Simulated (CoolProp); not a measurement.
CH3F (R41) along the isotherm 57.65 °C: Z from the reference equation and from simpler models built on Tc = 44.1 °C, pc = 5906 kPa, ω = 0.200; each cubic takes its own stable root.

Computed with CoolProp (reference Helmholtz-energy equation of state, Lemmon 2006). It is a short technical equation, of lower accuracy than the large ones.

```
p (kPa)          phase  reference
-------  -------------  ---------
93.4               gas     0.9946
158                gas     0.9908
266                gas     0.9844
449                gas     0.9736
757                gas     0.9551
1280               gas     0.9230
2160               gas     0.8665
3640               gas     0.7622
6140     supercritical     0.5342
10400    supercritical     0.2671
17500    supercritical     0.3757
29500    supercritical     0.5670
```

Task: How far does each simpler model (van der Waals, Redlich-Kwong) lie from the reference over these 12 states: mean and median of the absolute difference, and the worst?

Result: 
- van der Waals: mean 15.3 %, median 2.4 %, worst +56.6 % at 57.65 °C and 29500 kPa
- Redlich-Kwong: mean 8.1 %, median 1.3 %, worst +31.5 % at 57.65 °C and 10400 kPa
